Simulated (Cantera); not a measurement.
Input (Python, Cantera):

```python
import numpy as np
import cantera as ct

gas = ct.Solution("gri30.yaml", transport_model="mixture-averaged")
show = ['H2O', 'CH3', 'H']

rows = []
print(f"{'T/K':>7s}{'rho':>11s}{'cp':>10s}{'mu':>11s}{'lambda':>11s}{'Pr':>7s}" + "".join(f"{'D_' + s:>11s}" for s in show))
for T in [400, 600, 800, 1000, 1200, 1400, 1600, 1800]:
    gas.TPX = T, 1333, {'H2O': 0.94, 'CO2': 0.72}
    Pr = gas.cp_mass * gas.viscosity / gas.thermal_conductivity
    D = [gas.mix_diff_coeffs_mole[gas.species_index(s)] for s in show]
    rows.append([gas.density, gas.cp_mass, gas.viscosity, gas.thermal_conductivity, Pr, *D])
    print(f"{T:7g}{gas.density:11.4e}{gas.cp_mass:10.1f}{gas.viscosity:11.4e}"
          f"{gas.thermal_conductivity:11.4e}{Pr:7.3f}" + "".join(f"{d:11.4e}" for d in D))
print("SI units: kg/m3, J/kg/K, Pa s, W/m/K, m2/s")
```

Output:

```
    T/K        rho        cp         mu     lambda     Pr      D_H2O      D_CH3        D_H
    400 1.1739e-02    1273.8 1.7270e-05 3.1384e-02  0.701 2.1750e-03 2.6673e-03 1.4995e-02
    600 7.8263e-03    1403.5 2.5325e-05 5.1043e-02  0.696 4.8067e-03 5.6100e-03 3.1554e-02
    800 5.8697e-03    1510.4 3.2722e-05 7.1819e-02  0.688 8.2592e-03 9.3404e-03 5.2553e-02
   1000 4.6958e-03    1602.8 3.9563e-05 9.3037e-02  0.682 1.2420e-02 1.3761e-02 7.7440e-02
   1200 3.9132e-03    1682.1 4.5939e-05 1.1419e-01  0.677 1.7211e-02 1.8809e-02 1.0586e-01
   1400 3.3541e-03    1749.4 5.1927e-05 1.3500e-01  0.673 2.2580e-02 2.4438e-02 1.3755e-01
   1600 2.9349e-03    1806.3 5.7586e-05 1.5528e-01  0.670 2.8487e-02 3.0614e-02 1.7232e-01
   1800 2.6088e-03    1854.2 6.2961e-05 1.7496e-01  0.667 3.4901e-02 3.7313e-02 2.1004e-01
SI units: kg/m3, J/kg/K, Pa s, W/m/K, m2/s
```

Model: GRI-Mech 3.0 (53 species, 325 reactions), integrated in Cantera. Polar gases are described roughly by these parameters.
